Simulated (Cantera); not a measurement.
Iron carbonyl, mercury and lead vapours: PbO + N2 + H2

A closed system holds: 1 mol PbO, a varied amount of N2, 0.24 mol H2, held at 1498.15 K and 15.8 Torr.

Cantera equilibrium calculation (NASA polynomials, part measured and part estimated; ideal gas, pure solids and liquids). Candidate condensed phases: H2O, Pb, PbO, PbO2, Pb3O4; 27 gas species. Gases not in the tables: (PbO)n polymers. Kinetics and transport are ignored.

From 1.3 mol N2 to 27 mol N2 nothing is condensed.

```csv
n(N2) (mol),x N2,x PbO,x Pb,x H2O,x O2
1.3,0.508,0.282,0.109,0.0937,0.00757
2,0.613,0.219,0.0878,0.0735,0.00704
3.1,0.710,0.161,0.0679,0.0549,0.00638
4.8,0.790,0.114,0.0510,0.0395,0.00564
7.3,0.850,0.0786,0.0379,0.0279,0.00488
11,0.895,0.0534,0.0280,0.0195,0.00413
17,0.929,0.0346,0.0201,0.0131,0.00338
27,0.953,0.0214,0.0140,0.00846,0.00266
```
x: gas mole fraction; nothing condenses.
